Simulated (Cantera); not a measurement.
An adiabatic, constant-volume homogeneous reactor starts with CH₄ : C₂H₆ : O₂ : N₂ = 1 : 0.078 : 4.74 : 17.8 (molar parts), at 1500 K and 2.60 bar.

Model: GRI-Mech 3.0 (53 species, 325 reactions), integrated in Cantera.

Task: Predict: time of steepest temperature rise; temperature at 4.00 s; equilibrium temperature; x(O₂) at 4.00 s; x(H₂O₂) at 4.00 s; x(H) at 4.00 s.

Result: 
| Property | Result |
|---|---|
| time of steepest temperature rise | 0.132 ms |
| temperature at 4.00 s | 2590 K |
| equilibrium temperature | 2590 K |
| x(O₂) at 4.00 s | 0.0935 (gas-phase equilibrium 0.0935) |
| x(H₂O₂) at 4.00 s | 4.82e-7 (gas-phase equilibrium 4.82e-7) |
| x(H) at 4.00 s | 0.000609 (gas-phase equilibrium 0.000609) |
